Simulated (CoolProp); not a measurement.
Vapour pressure (kPa) of oxygen: the reference equation beside estimates from Tc = 154.6 K, pc = 5046 kPa, ω = 0.022.

Values from CoolProp's reference Helmholtz-energy equation of state, Schmidt 1985.

```
T (K)  reference  Lee-Kesler  van der Waals  Redlich-Kwong  Soave-Redlich-Kwong  Peng-Robinson
-----  ---------  ----------  -------------  -------------  -------------------  -------------
112.9      660.2       660.7           1251          624.5                662.5          663.0
115.2      765.2       765.8           1381          732.0                769.0          768.3
117.6      887.0       887.8           1526          857.4                892.9          890.7
119.9       1016        1017           1673          991.1                 1025           1021
122.2       1159        1160           1829           1139                 1170           1164
124.5       1315        1315           1995           1301                 1329           1321
126.8       1486        1486           2169           1478                 1503           1493
129.1       1672        1671           2352           1671                 1692           1681
131.5       1883        1882           2554           1890                 1907           1894
133.8       2103        2101           2756           2117                 2131           2116
136.1       2341        2338           2969           2362                 2372           2356
138.4       2598        2594           3191           2626                 2632           2615
140.7       2874        2870           3424           2908                 2911           2893
```

Absolute difference from the reference over all 13 rows, mean and median: Lee-Kesler 0.1 and 0.1 %, van der Waals 49.1 and 46.0 %, Redlich-Kwong 1.8 and 1.1 %, Soave-Redlich-Kwong 1.0 and 1.1 %, Peng-Robinson 0.5 and 0.5 %.
